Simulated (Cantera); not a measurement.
Input (Python, Cantera) and output of one run.

```python
import numpy as np
import cantera as ct

gas_names = [...]  # 113 gases of nasa_gas.yaml made of C, H, O, Pb
cond_names = """
    C(gr) C6H6(L) C7H8(L) C8H18(L),n-octa H2O(s) H2O(L) Pb(cr) Pb(L) PbO(rd) PbO(yw) PbO(L) PbO2(s)
    Pb3O4(s)
""".split()


# ... load() reads the species with a 1 bar reference pressure and builds the phases ...
atoms = {
    'PbO': {'Pb': 1, 'O': 1},
    'CH4': {'C': 1, 'H': 4},
    'CO': {'C': 1, 'O': 1},
}
top_T = {'C(gr)': 4500, 'Pb3O4(s)': 820}  # K; cautious upper limits of use, not melting points


# ... equilibrate(T, P, feed) seeds the gas with the atoms and calls Mixture.equilibrate('TP', solver="vcs", rtol=1e-11, max_steps=5000) ...
results = []
T = 2075  # K
P = 10000  # Pa
for m in [0.33, 0.52, 0.81, 1.3, 2, 3, 4.7]:
    feed = {'PbO': 1, 'CH4': m, 'CO': 0.15}  # mol
    mix = equilibrate(T, P, feed)
    results.append((T, P, feed, dict(zip(mix.species_names, mix.species_moles))))
    x = sorted(zip(gas.X, gas.species_names), reverse=True)
    print(f"T = {T:g} K  P = {P:g} Pa  n(CH4) = {m:g} mol  gas = {mix.phase_moles(0):.4g} mol")
    print("   x: " + "  ".join(f"{s} {v:.3e}" for v, s in x if v > 1e-06))
    print("   condensed (mol): " + ("  ".join(f"{mix.phase(i).name} {mix.phase_moles(i):.4g}"
          for i in range(1, mix.n_phases) if mix.phase_moles(i) > 1e-12) or "none"))
```

It prints:

```
T = 2075 K  P = 10000 Pa  n(CH4) = 0.33 mol  gas = 2.143 mol
   x: Pb 4.590e-01  H2O 2.240e-01  CO 1.435e-01  H2 8.237e-02  CO2 8.042e-02  PbO 7.402e-03  H 2.417e-03  OH 7.502e-04  Pb2 8.900e-05  O2 1.836e-05  O 1.579e-05
   condensed (mol): none
T = 2075 K  P = 10000 Pa  n(CH4) = 0.52 mol  gas = 2.716 mol
   x: Pb 3.667e-01  H2 2.339e-01  CO 2.185e-01  H2O 1.468e-01  CO2 2.825e-02  H 4.074e-03  PbO 1.365e-03  OH 2.918e-04  Pb2 5.682e-05  O 3.645e-06
   condensed (mol): none
T = 2075 K  P = 10000 Pa  n(CH4) = 0.81 mol  gas = 3.59 mol
   x: H2 4.021e-01  Pb 2.783e-01  CO 2.612e-01  H2O 4.645e-02  CO2 6.217e-03  H 5.342e-03  PbO 1.907e-04  OH 7.042e-05  Pb2 3.273e-05
   condensed (mol): none
T = 2075 K  P = 10000 Pa  n(CH4) = 1.3 mol  gas = 4.765 mol
   x: H2 5.419e-01  CO 2.414e-01  Pb 2.098e-01  H 6.201e-03  C2H2,acetylene 6.724e-04  Pb2 1.860e-05  CH4 1.029e-05  CH3 2.305e-06  H2O 1.150e-06
   condensed (mol): C(gr) 0.2935
T = 2075 K  P = 10000 Pa  n(CH4) = 2 mol  gas = 6.171 mol
   x: H2 6.440e-01  CO 1.864e-01  Pb 1.620e-01  H 6.760e-03  C2H2,acetylene 7.991e-04  CH4 1.454e-05  Pb2 1.109e-05  CH3 2.986e-06  H2O 1.055e-06
   condensed (mol): C(gr) 0.99
T = 2075 K  P = 10000 Pa  n(CH4) = 3 mol  gas = 8.179 mol
   x: H2 7.290e-01  CO 1.406e-01  Pb 1.222e-01  H 7.192e-03  C2H2,acetylene 9.045e-04  CH4 1.863e-05  Pb2 6.313e-06  CH3 3.597e-06
   condensed (mol): C(gr) 1.985
T = 2075 K  P = 10000 Pa  n(CH4) = 4.7 mol  gas = 11.59 mol
   x: H2 8.060e-01  CO 9.919e-02  Pb 8.625e-02  H 7.562e-03  C2H2,acetylene 1.000e-03  CH4 2.277e-05  CH3 4.181e-06  Pb2 3.143e-06
   condensed (mol): C(gr) 3.676
```

These are equilibrium values from Cantera (NASA tables, ideal gas, pure condensed phases), not measurements of a reactor. Gases not in the tables: (PbO)n polymers.
